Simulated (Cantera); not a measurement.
An adiabatic, constant-pressure homogeneous reactor starts with CH₄ : C₂H₆ : C₃H₈ : O₂ : N₂ : CO₂ : H₂ = 1 : 0.036 : 0.031 : 4.66 : 51.2 : 8.6 : 4.8 (molar parts), at 1750 K and 500000 Pa.

Cantera simulation using GRI-Mech 3.0 (53 species, 325 reactions); the numbers are that mechanism's predictions, not measurements.

**Question.** Predict: time of steepest temperature rise; temperature at 9.00 s; equilibrium temperature; x(N₂O) at 9.00 s; x(H₂O) at 9.00 s.

**Answer.** 
| Item | Value |
|---|---|
| time of steepest temperature rise | 5.83 µs |
| temperature at 9.00 s | 2379 K |
| equilibrium temperature | 2379 K |
| x(N₂O) at 9.00 s | 3.55e-7 (gas-phase equilibrium 3.55e-7) |
| x(H₂O) at 9.00 s | 0.0991 (gas-phase equilibrium 0.0991) |
